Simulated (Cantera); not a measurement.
A freely propagating, adiabatic, planar premixed flame of CH₄ : CO : O₂ : N₂ : H₂O = 1 : 0.058 : 1.35 : 5.09 : 0.27 (molar parts), unburnt at 550 K and 0.800 bar; mixture-averaged transport, grid criteria slope 0.08 and curve 0.16, no radiation.

Model: GRI-Mech 3.0 (53 species, 325 reactions), integrated in Cantera. Burning velocities carry a grid error of a few per cent, more on coarse grids.

Q: What does this change do: inlet temperature 550 to 525 K?

A: 
| quantity | before | after |
|---|---|---|
| laminar burning velocity | 38.4 cm/s | 33.8 cm/s |
| thermal thickness | 0.984 mm | 1.05 mm |
| peak x(CH₂O) | 0.000918 | 0.000904 |
| peak x(HCO) | 1.04e-5 | 9.15e-6 |
